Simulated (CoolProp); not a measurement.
A single-stage vapour-compression cycle with R236EA: evaporating at 270.15 K (dew point), condensing at 316.15 K (bubble point), superheat 8 K, subcooling 5 K, compressor efficiency 0.75, no pressure losses. Each further row changes one setting.

The numbers come from the reference Helmholtz-energy equation of state, Rui 2013 in CoolProp.

| case | cooling COP | pressure ratio | discharge temperature (K) | refrigerating effect (kJ/kg) | volumetric capacity (kJ/m³) |
|---|---|---|---|---|---|
| as stated | [?] | 5.39 | 323.7 | 125 | 583 |
| evaporating temperature 275.15 K | 4.32 | 4.34 | 323.3 | 129 | 735 |
| condensing temperature 311.15 K | 4.26 | 4.62 | 319.3 | 132 | 612 |
| subcooling 10 K | 3.86 | 5.39 | 323.7 | 132 | 612 |
| superheat 18 K | 3.76 | 5.39 | 334.0 | [?] | [?] |
| compressor efficiency 0.65 | 3.18 | 5.39 | [?] | 125 | 583 |

What belongs in the gaps?


- as stated, cooling COP: 3.67
- superheat 18 K, refrigerating effect (kJ/kg): 134
- superheat 18 K, volumetric capacity (kJ/m³): 598
- compressor efficiency 0.65, discharge temperature (K): 329.2
